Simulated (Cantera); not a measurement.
**Transport properties of process gases**

Gas mixture: NO = 0.41 (molar parts), at 0.00286 atm, frozen composition.

Cantera's kinetic-theory transport with the Lennard-Jones parameters of GRI-Mech 3.0, ideal gas; thermal conductivity in the multicomponent form. The composition is frozen, though it would react at the higher temperatures.

```tsv
T (K)	ρ (kg/m³)	cp (J/kg/K)	μ (µPa s)	λ (mW/m/K)	Pr	D (cm²/s) H2O	D (cm²/s) O	D (cm²/s) OH
400	0.00262	998.6	23.1	32.5	0.711	137	184	181
600	0.00174	1041	30.6	45.0	0.708	290	367	360
800	0.00131	1092	37.1	57.3	0.708	486	594	582
1000	0.00105	1133	42.9	68.8	0.707	718	862	845
1200	0.000872	1159	48.4	79.3	0.707	984	1170	1140
1400	0.000748	1181	53.4	89.3	0.707	1280	1510	1480
```
D: mixture-averaged diffusion coefficient of that species in the mixture.
